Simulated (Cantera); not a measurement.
Diamond growth

A diamond (100) surface in a fixed gas of H2 with x(CH4) = 0.029, x(H) = 0.00057, x(CH3) = 1.2e-05, at 1400 K; coverages are run to steady state.

Computed with Cantera and the Harris–Goodwin 1993 mechanism for the reconstructed diamond (100) surface.

```
P (Pa)  growth (µm/h)  θ c6HH  θ c6H*  θ c6*H  θ c6**
------  -------------  ------  ------  ------  ------
860          0.000620   0.452  0.0517   0.473  0.0230
1200          0.00117   0.453  0.0516   0.472  0.0229
1800          0.00252   0.454  0.0515   0.472  0.0229
2600          0.00498   0.454  0.0515   0.471  0.0228
3800          0.00985   0.455  0.0515   0.471  0.0228
5400           0.0181   0.455  0.0515   0.471  0.0228
7900           0.0342   0.455  0.0514   0.471  0.0227
11000          0.0579   0.455  0.0514   0.471  0.0227
```
θ: site fractions in the mechanism's names (c6HH fully hydrogenated, c6H* and c6*H radical sites, c6** diradical, c6HM methylated).
